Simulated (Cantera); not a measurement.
# Thermodynamics of halide evaporation, hydrolysis and transport, feed CsCl + O2 + N2 + H2

A closed system holds: 1 mol CsCl, 0.89 mol O2, 27 mol N2, a varied amount of H2, at 1652 °C and 25.5 Torr.

These are equilibrium values from Cantera (NASA tables, ideal gas, pure condensed phases), not measurements of a reactor. Candidate condensed phases: Cs, CsCl, CsOH, H2O, NH4Cl; 37 gas species. Kinetics and transport are ignored.

From 0.19 mol H2 to 3.3 mol H2 nothing is condensed. The main Cs-bearing gas is CsCl throughout.

```tsv
n(H2) (mol)	log p N2	log p H2O	log p H2	log p CsCl	log p O2	log p NO	log p HCl	log p Cs
0.19	-1.50	-3.69	-5.96	-2.94	-3.05	-4.10	-4.92	-5.02
0.64	-1.50	-3.15	-5.34	-2.95	-3.21	-4.17	-4.65	-4.99
1.1	-1.51	-2.92	-4.99	-2.95	-3.44	-4.29	-4.53	-4.94
1.5	-1.51	-2.78	-4.66	-2.96	-3.83	-4.49	-4.45	-4.87
2	-1.51	-2.70	-3.62	-2.97	-5.76	-5.46	-4.29	-4.51
2.4	-1.52	-2.71	-3.18	-2.98	-6.65	-5.90	-4.22	-4.37
2.9	-1.53	-2.71	-2.92	-2.99	-7.17	-6.17	-4.18	-4.29
3.3	-1.53	-2.72	-2.79	-2.99	-7.44	-6.30	-4.16	-4.26
```
log p: log10 of the partial pressure in bar; nothing condenses.
